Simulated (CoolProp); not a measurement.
Values from CoolProp's reference Helmholtz-energy equation of state, Smukala 2000.

Problem. For ethylene, give the phase and the Joule-Thomson coefficient (K/MPa), expansivity (1/kK), fugacity coefficient at 216.2 K and 456 kPa; 240.4 K and 456 kPa.

Solution. 
- 216.2 K and 456 kPa: gas; Joule-Thomson coefficient 23.5, expansivity 5.84, fugacity coefficient 0.932
- 240.4 K and 456 kPa: gas; Joule-Thomson coefficient 17.9, expansivity 4.89, fugacity coefficient 0.951
